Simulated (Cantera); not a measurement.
# Diamond growth

A diamond (100) surface in a fixed gas of H2 with x(CH4) = 0.025, x(H) = 0.023, x(CH3) = 0.00013, at 925 K; coverages are run to steady state.

Cantera simulation using the Harris–Goodwin 1993 mechanism for the reconstructed diamond (100) surface; the numbers are that mechanism's predictions, not measurements.

```
P (Pa)  growth (µm/h)  θ c6HH  θ c6H*  θ c6*H   θ c6**   θ c6HM
------  -------------  ------  ------  ------  -------  -------
830             0.388   0.664  0.0122   0.313  0.00545  0.00422
1300            0.609   0.664  0.0122   0.313  0.00545  0.00423
2100            0.986   0.664  0.0123   0.313  0.00545  0.00424
3300             1.55   0.664  0.0123   0.313  0.00546  0.00424
5300             2.49   0.664  0.0124   0.313  0.00547  0.00425
8500             4.00   0.664  0.0125   0.313  0.00548  0.00425
13000            6.13   0.664  0.0127   0.312  0.00551  0.00426
21000            9.93   0.664  0.0131   0.312  0.00554  0.00426
```
θ: site fractions in the mechanism's names (c6HH fully hydrogenated, c6H* and c6*H radical sites, c6** diradical, c6HM methylated).
